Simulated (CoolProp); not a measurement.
Vapour-liquid equilibrium of isobutene (1) + n-octane (2) at 352.2 K; x and y are mole fractions of (1).

The numbers come from the multi-fluid Helmholtz-energy mixture model, Lemmon 2005 and Beckmüller 2019; pair parameters Bell 2016 in CoolProp.

Task: Give the bubble pressure and the first vapour's composition at x = 0.125, 0.35, 0.725. Is there an azeotrope?

Result: x = 0.125: 1.488 bar, y = 0.857; x = 0.35: 3.794 bar, y = 0.952; x = 0.725: 8.180 bar, y = 0.987. No azeotrope shows between x = 0.05 and 0.95.

The pair parameters rest on a limited set of measurements; away from them the model extrapolates.
